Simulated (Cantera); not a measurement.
Input: 1 mol SiH4, 0.11 mol NH3, equilibrated at 1377 °C and 13.3 mbar.

These are equilibrium values from Cantera (NASA tables, ideal gas, pure condensed phases), not measurements of a reactor. Candidate condensed phases: Si, Si3N4; 18 gas species. Kinetics and transport are ignored.

Base state: H2 0.974, N2 0.0248, H 0.000777, Si 2.01e-5 (mole fractions); condensed: Si(s).

What changes in the equilibrium state with this change: pressure from 13.3 mbar to 1.00 bar?


```csv
species,before,after
H2,0.974,0.999
N2,0.0248,0.000690
H,0.000777,9.08e-5
Si,2.01e-5,2.68e-7
"Si(s), mol",1.000,0.920
"Si3N4(s), mol",0,0.0268
```
Mutual solubility and eutectic melting of coexisting phases are not modelled.
